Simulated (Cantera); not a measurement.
Charge: 1 mol MgF₂, a varied amount of H₂, held at 1950 K and 10000 Pa.

Equilibrium computed with Cantera from the NASA thermochemical tables; the gas is ideal and each condensed phase is pure. Candidate condensed phases: Mg, MgF₂; 17 gas species. The tables' values for MgH are old estimates; treat these amounts as uncertain. Equilibrium is a limit: real reactors are often held back by kinetics, nucleation or transport.

At 35 mol H₂, list the 5 most abundant gas species with their mole fractions, and the condensed phases.

H₂ 0.930, HF 0.0394, Mg 0.0181, MgF₂ 0.00600, H 0.00350. Condensed: gas only.
